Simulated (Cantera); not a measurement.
Feed: 1 mol SiF₄, 18 mol O₂, 0.5 mol H₂, at 1050 K and 3000 Pa.

Cantera equilibrium calculation (NASA polynomials, part measured and part estimated; ideal gas, pure solids and liquids). Candidate condensed phases: H₂O, Si, SiO₂; 38 gas species. The numbers say what is thermodynamically allowed, not how fast it happens.

Base state: O₂ 0.912, HF 0.0457, SiF₄ 0.0399, H₂O 0.00284 (mole fractions); condensed: SiO₂(β-quartz).

Problem. What changes in the equilibrium state with this change: SiF₄ replaced by TEOS?

Solution. 
```tsv
species	before	after
H₂O	0.00284	0.433
CO₂	0	0.330
O₂	0.912	0.237
HF	0.0457	0
SiF₄	0.0399	0
SiO₂(β-quartz), mol	0.222	1.00
```
The feed counts by its element totals alone. Further candidate phases: C, C₆H₆, C₇H₈, C₈H₁₈, SiC.
